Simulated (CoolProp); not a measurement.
2000 sccm (0 °C, 1 atm) of nitrogen bubbles through liquid benzene at 332.1 K and leaves saturated at a total pressure of 0.15 MPa (ideal gas phase). Each further row changes one setting.

Values from CoolProp's reference Helmholtz-energy equation of state, Thol 2012.

```json
[
 {"case": "as stated", "vapour pressure (kPa)": "50.3", "mole fraction of vapour": "0.336", "delivery (mg/min)": "3520", "delivery (sccm)": "1010", "change of delivery for a bath 1 K warmer (%)": "5.5"},
 {"case": "bath temperature 337.1 K", "vapour pressure (kPa)": "60.0", "mole fraction of vapour": "0.400", "delivery (mg/min)": "4640", "delivery (sccm)": "1330", "change of delivery for a bath 1 K warmer (%)": "5.9"},
 {"case": "total pressure 0.3 MPa", "vapour pressure (kPa)": "50.3", "mole fraction of vapour": "0.168", "delivery (mg/min)": "1410", "delivery (sccm)": "403", "change of delivery for a bath 1 K warmer (%)": "4.4"}
]
```
